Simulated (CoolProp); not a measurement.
Properties of carbon dioxide along the isobar 595 kPa (Tc = 304.1 K, pc = 7377 kPa, ω = 0.224).

The numbers come from the reference Helmholtz-energy equation of state, Span 1996 in CoolProp.

```tsv
T (K)	phase	isothermal compressibility (1/MPa)	expansivity (1/kK)	viscosity (µPa s)
287.8	gas	___	3.892	___
298.9	gas	___	3.697	15.0
310	gas	1.727	___	15.5
321.1	gas	1.722	3.370	16.1
332.2	gas	1.717	3.231	16.6
343.4	gas	1.713	3.103	___
354.5	gas	1.709	2.988	17.6
365.6	gas	1.706	2.882	18.1
376.7	gas	1.704	2.784	18.7
```

Fill in the missing entries.


- 287.8, isothermal compressibility (1/MPa): 1.741
- 287.8, viscosity (µPa s): 14.5
- 298.9, isothermal compressibility (1/MPa): 1.734
- 310, expansivity (1/kK): 3.524
- 343.4, viscosity (µPa s): 17.1

Viscosity comes from a separate model (Laesecke 2017).
